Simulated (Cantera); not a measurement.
Cantera run:

```python
import numpy as np
import cantera as ct

gas_names = """
    Fe H H2 H2S N NH NH2 NH3 N2 N2H2 N2H4 S SH SN S2 S8
""".split()
cond_names = """
    Fe(a) Fe(c) Fe(d) Fe(L) FeS(a) FeS(b) FeS(c) FeS(L) FeS2(s) S(cr1) S(cr2) S(L)
""".split()


# ... load() reads the species with a 1 bar reference pressure and builds the phases ...
atoms = {
    'FeS': {'Fe': 1, 'S': 1},
    'H2': {'H': 2},
    'N2': {'N': 2},
}
top_T = {'FeS2(s)': 1010}  # K; cautious upper limits of use, not melting points


# ... equilibrate(T, P, feed) seeds the gas with the atoms and calls Mixture.equilibrate('TP', solver="vcs", rtol=1e-11, max_steps=5000) ...
results = []
feed = {'FeS': 1, 'H2': 1200, 'N2': 75}  # mol
T = 773  # K
P = 530000  # Pa
mix = equilibrate(T, P, feed)
results.append((T, P, feed, dict(zip(mix.species_names, mix.species_moles))))
x = sorted(zip(gas.X, gas.species_names), reverse=True)
print(f"T = {T:g} K  P = {P:g} Pa  gas = {mix.phase_moles(0):.4g} mol")
print("   x: " + "  ".join(f"{s} {v:.3e}" for v, s in x if v > 1e-05))
print("   condensed (mol): " + ("  ".join(f"{mix.phase(i).name} {mix.phase_moles(i):.4g}"
      for i in range(1, mix.n_phases) if mix.phase_moles(i) > 1e-12) or "none"))
```

Output:

```
T = 773 K  P = 530000 Pa  gas = 1269 mol
   x: H2 9.385e-01  N2 5.682e-02  NH3 4.550e-03  H2S 1.021e-04
   condensed (mol): Fe(a) 0.1296  FeS(c) 0.8704
```

Method: chemical equilibrium by Gibbs-energy minimisation in Cantera with the NASA 1993 tables (ideal gas, pure condensed phases). FeS: taken at fixed stoichiometry. Condensed phases not in the tables: Fe4N.
